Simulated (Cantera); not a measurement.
## CCl₄ + CH₄ (fluorocarbon and chlorocarbon gases)

Charge: 1 mol CCl₄, a varied amount of CH₄, held at 2850 K and 0.0100 bar.

Equilibrium computed with Cantera from the NASA thermochemical tables; the gas is ideal and each condensed phase is pure. Candidate condensed phases: C, C₆H₆, C₇H₈, C₈H₁₈; 91 gas species. The tables' values for CCl are old estimates; treat these amounts as uncertain. Kinetics and transport are ignored.

```tsv
n(CH₄) (mol)	log p Cl	log p H	log p HCl	log p H₂	log p C₃	log p C₂H₂ (acetylene)	log p C₂H	log p C	n C(graphite)
0.15	-2.07	-3.24	-3.12	-4.46	-4.24	-5.87	-5.51	-4.95	1.06
0.18	-2.08	-3.17	-3.06	-4.31	-4.24	-5.72	-5.44	-4.95	1.09
0.21	-2.09	-3.10	-3.01	-4.18	-4.24	-5.59	-5.37	-4.95	1.11
0.25	-2.11	-3.03	-2.96	-4.04	-4.24	-5.45	-5.30	-4.95	1.15
0.3	-2.13	-2.96	-2.90	-3.90	-4.24	-5.31	-5.23	-4.95	1.20
0.36	-2.15	-2.89	-2.86	-3.76	-4.24	-5.17	-5.16	-4.95	1.25
0.42	-2.17	-2.83	-2.82	-3.65	-4.24	-5.05	-5.10	-4.95	1.30
0.5	-2.20	-2.77	-2.79	-3.52	-4.24	-4.93	-5.04	-4.95	1.38
0.6	-2.24	-2.71	-2.76	-3.40	-4.24	-4.80	-4.98	-4.95	1.46
0.71	-2.27	-2.66	-2.74	-3.29	-4.24	-4.70	-4.93	-4.95	1.56
0.85	-2.31	-2.60	-2.73	-3.18	-4.24	-4.59	-4.87	-4.95	1.68
1	-2.35	-2.56	-2.73	-3.10	-4.24	-4.50	-4.83	-4.95	1.81
1.2	-2.40	-2.51	-2.73	-3.01	-4.24	-4.41	-4.78	-4.95	1.98
```
log p: log10 of the partial pressure in bar; n: condensed amount in mol.

From 0.15 mol CH₄ to 1.2 mol CH₄ the condensed part is C(graphite). The main C-bearing gas is C₃ throughout.
